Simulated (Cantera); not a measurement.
Ignition delay

Mixture: 18.8 % CH4, 17.1 % O2, 64.2 % N2, at 33.0 bar, adiabatic and at constant volume. Ignition delay is the time to a rise of 400 K.

Computed with Cantera and GRI-Mech 3.0 (53 species, 325 reactions). The pressure lies above the range GRI-Mech 3.0 was tuned for (to about 10 atm).

| T0 (K) | delay (ms) |
|---|---|
| 1248 | 0.970 |
| 1348 | 0.336 |
| 1448 | 0.128 |
| 1548 | 0.0520 |
| 1648 | 0.0223 |
| 1748 | 0.0100 |
| 1848 | 0.00481 |
| 1948 | 0.00249 |

The apparent activation energy between 1748 and 1948 K is 200 kJ/mol.
